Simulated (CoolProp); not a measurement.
Properties of R1234ze(E) along the isotherm 420 K (Tc = 382.5 K, pc = 3635 kPa, ω = 0.313).

Values from CoolProp's reference Helmholtz-energy equation of state, Thol 2016.

| p (kPa) | phase | density (kg/m³) | cp (kJ/(kg K)) | isothermal compressibility (1/MPa) | viscosity (µPa s) | Prandtl number |
|---|---|---|---|---|---|---|
| 1670 | gas | 62.22 | 1.147 | 0.6883 | 17.6 | 0.810 |
| 3330 | gas | 148.0 | 1.345 | 0.4280 | 19.0 | 0.912 |
| 5000 | supercritical | 291.3 | 1.917 | 0.4005 | 24.0 | 1.28 |
| 6670 | supercritical | 519.8 | 2.449 | 0.2362 | ? | 2.09 |
| 8330 | supercritical | 662.0 | 2.030 | 0.08809 | 54.3 | 2.19 |
| 10000 | supercritical | 736.8 | 1.806 | 0.04735 | 63.7 | 2.17 |
| 11700 | supercritical | 786.3 | 1.687 | 0.03119 | 70.7 | 2.15 |
| 13300 | supercritical | 820.9 | ? | 0.02336 | 76.2 | ? |
| 15000 | supercritical | 850.2 | 1.569 | 0.01836 | 81.6 | ? |

Some entries are withheld; supply them.


- 6670, viscosity (µPa s): 39.4
- 13300, cp (kJ/(kg K)): 1.619
- 13300, Prandtl number: 2.16
- 15000, Prandtl number: 2.18

The peak of cp marks the crossing from liquid-like to gas-like fluid above the critical point.

Viscosity comes from a separate model (Bell 2016), an estimate that may be off by 10 % or more. Thermal conductivity comes from a separate model (Perkins 2011).
